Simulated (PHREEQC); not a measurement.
0.66 g of hydrous ferric oxide (600 m²/g; 0.2 weak and 0.005 strong sites per Fe, Dzombak-Morel constants, diffuse double layer) in 1 kg of water with 0.01 mol/kgw of an inert sodium salt and 1.6 mmol/kgw NaF, at 25 °C; the pH is set by adding NaOH or the inert anion's acid. Oxygen is held at 0.21 atm. The system is closed to CO2. No solid was allowed to form.

Base run: PHREEQC, ion-association model, wateq4f.dat. Each further column changes one thing. The table gives F sorbed (%).

```tsv
pH	base	background salt from 0.01 to 0.001 mol/kgw	oxide from 0.66 to 3.3 g/kgw
3	61.8	68.9	98.8
3.5	64.4	(withheld)	99.1
4	63.3	68.4	(withheld)
5	52.6	55.7	97.1
5.5	44.3	(withheld)	94.1
6	35.0	36.9	87.4
6.5	25.5	27.0	75.1
7.5	9.3	9.9	36.4
8	4.4	4.6	19.0
8.5	1.7	1.8	8.1
9	0.6	0.6	3.1
10	0.1	0.1	0.4
10.5	0.0	0.0	(withheld)
11	0.0	0.0	0.1
```

**Question.** Fill in the missing entries.

**Answer.** 
- 3.5, background salt from 0.01 to 0.001 mol/kgw: 70.6
- 4, oxide from 0.66 to 3.3 g/kgw: 99.0
- 5.5, background salt from 0.01 to 0.001 mol/kgw: 46.8
- 10.5, oxide from 0.66 to 3.3 g/kgw: 0.2

The oxide is taken as insoluble; below pH 4 it would dissolve.
